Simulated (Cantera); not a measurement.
## Stirred combustor or abatement burner

A perfectly stirred reactor is fed with CH4 : O2 : N2 : H2O = 1 : 2.82 : 10.6 : 0.032 (molar parts), equivalence ratio 0.71, at 17.8 atm; it is adiabatic with a 323 K inlet, and is followed from long to short residence time, starting on the burning branch (τ in s: 0.081, 0.03, 0.011, 0.0039, 0.0014, 0.00053, 0.00019, 7e-05, 2.5e-05).

Detailed kinetics in Cantera: GRI-Mech 3.0 (53 species, 325 reactions). The pressure lies above the range GRI-Mech 3.0 was tuned for (to about 10 atm).

```
τ (s)    T (K)     x CH4    x O2      x O    x C2H4    x CH2
-------  -----  --------  ------  -------  --------  -------
0.081     1875   2.77e-6  0.0566  1.50e-5  4.13e-10  5.08e-9
0.030     1875   6.95e-6  0.0567  1.71e-5   2.54e-9  1.36e-8
0.011     1873   1.65e-5  0.0568  2.18e-5   1.36e-8  3.65e-8
0.0039    1870   3.80e-5  0.0570  3.16e-5   6.46e-8  9.94e-8
0.0014    1862   8.50e-5  0.0574  4.91e-5   2.71e-7  2.59e-7
0.00053   1846  0.000191  0.0585  7.41e-5   1.09e-6  6.15e-7
0.00019   1794  0.000629  0.0623  9.22e-5   8.50e-6  1.32e-6
7.0e-5     323    0.0692   0.195   <1e-12    <1e-12   <1e-12
2.5e-5     323    0.0692   0.195   <1e-12    <1e-12   <1e-12
```
x: mole fraction; the columns are a selection and need not sum to one.
